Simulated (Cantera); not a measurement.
A closed system holds: 1 mol C2H2, 67 mol H2, held at 100000 Pa.

Equilibrium computed with Cantera from the NASA thermochemical tables; the gas is ideal and each condensed phase is pure. Candidate condensed phases: C, C6H6, C7H8, C8H18; 76 gas species. Rates play no part.

x: gas mole fraction; n: condensed amount in mol.

```tsv
T (K)	x H2	x H	x CH4	x C2H2 (acetylene)	x CH3	n C(graphite)
1300	0.992	1.10e-6	0.00774	5.72e-7	?	1.48
1400	0.996	4.85e-6	0.00428	2.51e-6	?	1.71
1500	0.997	1.76e-5	0.00256	9.00e-6	?	1.82
1600	0.998	5.43e-5	0.00163	2.75e-5	?	1.89
1700	0.999	0.000147	0.00109	7.33e-5	?	1.92
1800	0.999	0.000358	0.000767	0.000175	?	1.92
1900	0.998	0.000793	0.000560	0.000381	?	1.91
2000	0.997	0.00162	0.000422	0.000766	?	1.87
2100	0.995	0.00311	0.000327	0.00144	?	1.78
2200	0.992	0.00561	0.000258	0.00254	?	1.63
2300	0.986	0.00961	0.000208	0.00426	?	1.40
2400	0.977	0.0157	0.000170	0.00681	?	1.04
```

Question: Complete the blanks.

Answer: 
- 1300, x CH3: 1.69e-7
- 1400, x CH3: 4.18e-7
- 1500, x CH3: 9.13e-7
- 1600, x CH3: 1.80e-6
- 1700, x CH3: 3.28e-6
- 1800, x CH3: 5.56e-6
- 1900, x CH3: 8.91e-6
- 2000, x CH3: 1.36e-5
- 2100, x CH3: 1.99e-5
- 2200, x CH3: 2.80e-5
- 2300, x CH3: 3.81e-5
- 2400, x CH3: 5.02e-5
